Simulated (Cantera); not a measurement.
What does this Cantera script print?

```python
import numpy as np
import cantera as ct

gas_names = """
    H HO2 H2 H2O H2O2 O OH O2 O3 Ti TiO TiO2
""".split()
cond_names = """
    H2O(s) H2O(L) Ti(a) Ti(b) Ti(L) TiO(a) TiO(b) TiO(L) TiO2(ru) TiO2(L) Ti2O3(a) Ti2O3(b) Ti2O3(L)
    Ti3O5(a) Ti3O5(b) Ti3O5(L) Ti4O7(s) Ti4O7(L)
""".split()


# ... load() reads the species with a 1 bar reference pressure and builds the phases ...
atoms = {
    'TiO2': {'Ti': 1, 'O': 2},
    'H2': {'H': 2},
}
top_T = {}  # K; cautious upper limits of use, not melting points


# ... equilibrate(T, P, feed) seeds the gas with the atoms and calls Mixture.equilibrate('TP', solver="vcs", rtol=1e-11, max_steps=5000) ...
results = []
T = 1348.15  # K
P = 180  # Pa
for m in [0.92, 1.7, 3.1, 5.6, 10, 19, 34, 62, 110, 210, 380]:
    feed = {'TiO2': 1, 'H2': m}  # mol
    mix = equilibrate(T, P, feed)
    results.append((T, P, feed, dict(zip(mix.species_names, mix.species_moles))))

top = {s: max(r[3][s] / sum(r[3][g] for g in gas_names) for r in results) for s in gas_names}
cols = sorted((s for s in top if top[s] > 1e-06), key=lambda s: -top[s])[:8]
seen = [c for c in cond_names if any(r[3].get(c, 0) > 1e-12 for r in results)]
print("log10 of partial pressures in bar; condensed amounts in mol")
print(f"{'n(H2)':>10s}" + "".join(f"{s[:9]:>10s}" for s in cols + seen))
for T, P, feed, n in results:
    ng = sum(n[g] for g in gas_names)
    print(f"{feed['H2']:10.4g}" + "".join(f"{np.log10(max(n[s] / ng * P / 1e5, 1e-99)):10.3f}" for s in cols)
          + "".join(f"{n.get(c, 0):10.4g}" for c in seen))
```

Output:

```
log10 of partial pressures in bar; condensed amounts in mol
     n(H2)        H2       H2O         H  TiO2(ru)  Ti3O5(b)  Ti4O7(s)
      0.92    -2.747    -5.077    -7.008    0.9829         0  0.004284
       1.7    -2.747    -5.077    -7.008    0.9683         0  0.007917
       3.1    -2.747    -5.077    -7.008    0.9423         0   0.01444
       5.6    -2.747    -5.077    -7.008    0.8957         0   0.02608
        10    -2.747    -5.077    -7.008    0.8137         0   0.04657
        19    -2.747    -5.077    -7.008    0.6461         0   0.08848
        34    -2.747    -5.077    -7.008    0.3667         0    0.1583
        62    -2.747    -5.139    -7.008         0         0      0.25
       110    -2.746    -5.388    -7.008         0         0      0.25
       210    -2.745    -5.669    -7.007         0         0      0.25
       380    -2.745    -5.802    -7.007         0    0.3333         0
```

Cantera equilibrium calculation (NASA polynomials, part measured and part estimated; ideal gas, pure solids and liquids). Mutual solubility and eutectic melting of coexisting phases are not modelled. Condensed phases not in the tables: Magnéli phases beyond Ti4O7.
